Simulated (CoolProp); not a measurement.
Vapour-liquid equilibrium of neopentane (1) + n-pentane (2) at 0.178 MPa; x and y are mole fractions of (1).

The numbers come from the multi-fluid Helmholtz-energy mixture model, Lemmon 2006 and Thol 2019; pair parameters Bell 2016 in CoolProp.

```csv
x,bubble temperature (°C),y at the bubble point,dew temperature at overall composition x (°C),liquid density (mol/L)
0.05,51.7,?,52.7,8.199
0.15,48.0,0.276,50.7,8.199
0.25,44.6,0.422,?,8.194
0.35,41.5,0.543,46.3,8.187
0.45,38.6,0.645,43.9,8.176
0.55,36.0,0.732,41.3,8.163
0.65,33.5,0.806,38.5,8.148
0.75,31.3,0.871,?,8.131
0.85,29.1,0.927,32.0,?
0.95,27.1,0.977,28.2,8.092
```

Task: Some entries are withheld; supply them.

Result: 
- 0.05, y at the bubble point: 0.101
- 0.25, dew temperature at overall composition x (°C): 48.6
- 0.75, dew temperature at overall composition x (°C): 35.4
- 0.85, liquid density (mol/L): 8.112

No azeotrope shows between x = 0.05 and 0.95.

Pair parameters are fitted to limited data, so mixtures are less certain than the pure fluids.
